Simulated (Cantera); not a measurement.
A closed system holds: 1 mol Si, a varied amount of Cl2, at 30.8 Torr.

Cantera equilibrium calculation (NASA polynomials, part measured and part estimated; ideal gas, pure solids and liquids). Candidate condensed phases: Si; 9 gas species. The tables' values for SiCl3 are old estimates. Kinetics and transport are ignored.

Stable condensed phases, one row left out:

```
T in K \ n(Cl2) in mol
           1 1.2 1.3 1.5 1.7   2 2.3 2.6 2.9 3.3 3.8 4.3 4.9
   1623    A   B   B   B   B   B   B   B   B   B   B   B   B
   1523    A   B   B   B   B   B   B   B   B   B   B   B   B
   1323    A   A   A   A   B   B   B   B   B   B   B   B   B
   1223    A   A   A   A   A   B   B   B   B   B   B   B   B
   1123    A   A   A   A   A   B   B   B   B   B   B   B   B
   1023    A   A   A   A   A   B   B   B   B   B   B   B   B
    923    A   A   A   A   A   B   B   B   B   B   B   B   B
    823    A   A   A   A   A   B   B   B   B   B   B   B   B
    723    A   A   A   A   A   B   B   B   B   B   B   B   B
    623    A   A   A   A   A   B   B   B   B   B   B   B   B
```

A: Si; B: gas only.

Problem. Give the row for 1423 K.

Solution. 1: Si; 1.2: Si; 1.3: Si; 1.5: gas only; 1.7: gas only; 2: gas only; 2.3: gas only; 2.6: gas only; 2.9: gas only; 3.3: gas only; 3.8: gas only; 4.3: gas only; 4.9: gas only.
